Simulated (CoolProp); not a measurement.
Model: reference Helmholtz-energy equation of state, Tillner-Roth 1997, in CoolProp.

**Question.** For CH2F2 (R32), give the phase and the cv (kJ/(kg K)), conductivity (mW/(m K)) at 435 K and 24.1 bar; 435 K and 36.1 bar; 435 K and 72.3 bar.

**Answer.** 
- 435 K and 24.1 bar: gas; cv 0.920, conductivity 29.8
- 435 K and 36.1 bar: gas; cv 0.938, conductivity 31.4
- 435 K and 72.3 bar: supercritical; cv 0.997, conductivity 36.9

Thermal conductivity comes from a separate model (Huber 2003), an estimate that may be off by 10 % or more.
